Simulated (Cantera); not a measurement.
A Cantera script and its output.

```python
import numpy as np
import cantera as ct

gas = ct.Solution("gri30.yaml")


def delay(T, t_max=10):
    gas.TPX = T, 33000, {'CH4': 1, 'O2': 2.86, 'N2': 10.7}
    reactor = ct.IdealGasConstPressureReactor(gas, clone=False)
    net = ct.ReactorNet([reactor])
    net.rtol, net.atol = 1e-8, 1e-16
    while net.time < t_max:
        t_old, T_old = net.time, reactor.T
        net.step()
        if reactor.T > T + 400:  # ignition: a rise of 400 K
            return t_old + (T + 400 - T_old) / (reactor.T - T_old) * (net.time - t_old)
    return np.nan


taus = []
for T in [1200, 1250, 1300, 1350, 1400, 1450, 1500, 1550, 1600, 1650]:
    taus.append(delay(T))
    print(f"T0 = {T:6g} K   tau = {taus[-1]:.4e} s")
```

Output:

```
T0 =   1200 K   tau = 9.1265e-02 s
T0 =   1250 K   tau = 4.4052e-02 s
T0 =   1300 K   tau = 2.2320e-02 s
T0 =   1350 K   tau = 1.1901e-02 s
T0 =   1400 K   tau = 6.6971e-03 s
T0 =   1450 K   tau = 3.9795e-03 s
T0 =   1500 K   tau = 2.4891e-03 s
T0 =   1550 K   tau = 1.6283e-03 s
T0 =   1600 K   tau = 1.1057e-03 s
T0 =   1650 K   tau = 7.7431e-04 s
```

Model: GRI-Mech 3.0 (53 species, 325 reactions), integrated in Cantera.
